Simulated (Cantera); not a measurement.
Charge: 1 mol Cr2O3, 0.35 mol H2.

Equilibrium computed with Cantera from the NASA thermochemical tables; the gas is ideal and each condensed phase is pure. Candidate condensed phases: Cr, Cr2O3, H2O; 13 gas species. Mutual solubility and eutectic melting of coexisting phases are not modelled. Kinetics and transport are ignored.

Task: What condenses at these points (T in K, P in Pa): (1123, 1000000); (1123, 7200); (1423, 1400); (1573, 1400); (1873, 190000)?

Result: 
| T (K) | P in Pa | condensed phases | Cr condensed (%) |
|---|---|---|---|
| 1123 | 1000000 | Cr2O3 | 100.0 |
| 1123 | 7200 | Cr2O3 | 100.0 |
| 1423 | 1400 | Cr2O3 | 100.0 |
| 1573 | 1400 | Cr + Cr2O3 | 100.0 |
| 1873 | 190000 | Cr + Cr2O3 | 100.0 |
